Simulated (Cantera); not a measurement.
A closed system holds: 1 mol C2H6, 0.062 mol H2O, 0.34 mol N2, 2.6 mol CO2, equilibrated at 425 °C and 8700000 Pa.

Cantera equilibrium calculation (NASA polynomials, part measured and part estimated; ideal gas, pure solids and liquids). Candidate condensed phases: C, C6H6, C7H8, C8H18, H2O; 136 gas species. The ideal-gas law is rough above about 30 bar. Equilibrium is a limit: real reactors are often held back by kinetics, nucleation or transport.

Base state: H2O 0.451, CO2 0.355, CH4 0.106, N2 0.0749, H2 0.0117, CO 0.000964, NH3 0.000291 (mole fractions); condensed: C(graphite).

Task: What changes in the equilibrium state with this change: temperature from 425 °C to 1327 °C?

Result: 
| species | before | after |
|---|---|---|
| CO | 0.000964 | 0.544 |
| H2 | 0.0117 | 0.322 |
| H2O | 0.451 | 0.0557 |
| CO2 | 0.355 | 0.0313 |
| CH4 | 0.106 | 0.00354 |
| N2 | 0.0749 | 0.0427 |
| HCN | <1e-9 | 5.76e-5 |
| NH3 | 0.000291 | 0.000154 |
| C(graphite), mol | 2.51 | 0 |

Task: What changes in the equilibrium state with this change: temperature from 425 °C to 1402 °C?

Result: 
```csv
species,before,after
CO,0.000964,0.547
H2,0.0117,0.324
H2O,0.451,0.0562
CO2,0.355,0.0286
CH4,0.106,0.00168
N2,0.0749,0.0425
HCN,<1e-9,5.71e-5
NH3,0.000291,0.000128
"C(graphite), mol",2.51,0
```

Task: What changes in the equilibrium state with this change: C2H6 replaced by toluene?

Result: 
| species | before | after |
|---|---|---|
| H2O | 0.451 | 0.483 |
| CO2 | 0.355 | 0.280 |
| CH4 | 0.106 | 0.154 |
| H2 | 0.0117 | 0.0141 |
| N2 | 0.0749 | 0.0673 |
| NH3 | 0.000291 | 0.000365 |
| CO | 0.000964 | 0.000857 |
| C(graphite), mol | 2.51 | 7.40 |
